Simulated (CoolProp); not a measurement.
Vapour-liquid equilibrium of toluene (1) + n-nonane (2) at 61.35 °C; x and y are mole fractions of (1).

Model: multi-fluid Helmholtz-energy mixture model, Lemmon 2006 and Lemmon 2006; pair parameters Bell 2016, in CoolProp.

Q: Give the bubble pressure and the first vapour's composition at x = 0.05, 0.65, 0.95. Is there an azeotrope?

A: x = 0.05: 0.05401 bar, y = 0.252; x = 0.65: 0.1538 bar, y = 0.883; x = 0.95: 0.1894 bar, y = 0.982. No azeotrope shows between x = 0.05 and 0.95.

The pair parameters rest on a limited set of measurements; away from them the model extrapolates.
